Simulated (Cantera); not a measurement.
Charge: 1 mol PbO, a varied amount of CH4, 1.6 mol N2, equilibrated at 1050 K and 133 Pa.

Method: chemical equilibrium by Gibbs-energy minimisation in Cantera with the NASA 1993 tables (ideal gas, pure condensed phases). Candidate condensed phases: C, C6H6, C7H8, C8H18, H2O, Pb, PbO, PbO2, Pb3O4; 139 gas species. Rates play no part.

Task: At 2.9 mol CH4, list the 4 most abundant gas species with their mole fractions, and the condensed phases.

Result: H2 0.666, N2 0.184, CO 0.115, Pb 0.0349. Condensed: C(graphite) + Pb(l).
